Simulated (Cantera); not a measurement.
A freely propagating, adiabatic, planar premixed flame of 12.8 % CH₄, 18.3 % O₂, 68.8 % N₂, equivalence ratio 1.4, unburnt at 350 K and 1.30 bar; unity-Lewis-number transport, grid criteria slope 0.08 and curve 0.16, no radiation.

Cantera simulation using GRI-Mech 3.0 (53 species, 325 reactions); the numbers are that mechanism's predictions, not measurements. Unity Lewis numbers drop preferential diffusion, which matters most where H2 and H carry the flame. Burning velocities carry a grid error of a few per cent, more on coarse grids.

### Question
Predict: laminar burning velocity; thermal thickness; peak x(C₂H); peak x(CO).

### Answer
| Item | Value |
|---|---|
| laminar burning velocity | 12.9 cm/s |
| thermal thickness | 0.926 mm |
| peak x(C₂H) | 7.97e-7 |
| peak x(CO) | 0.0742 |
